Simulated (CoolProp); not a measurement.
Vapour-liquid equilibrium of dimethyl ether (1) + R236EA (2) at 281.3 K; x and y are mole fractions of (1).

Values from CoolProp's multi-fluid Helmholtz-energy mixture model, Wu 2011 and Rui 2013; pair parameters Bell 2016.

Task: Give the bubble pressure and the first vapour's composition at x = 0.25, 0.75, 0.95. Is there an azeotrope?

Result: x = 0.25: 1.213 bar, y = 0.344; x = 0.75: 2.466 bar, y = 0.939; x = 0.95: 3.327 bar, y = 0.995. No azeotrope shows between x = 0.05 and 0.95.

The pair parameters rest on a limited set of measurements; away from them the model extrapolates.
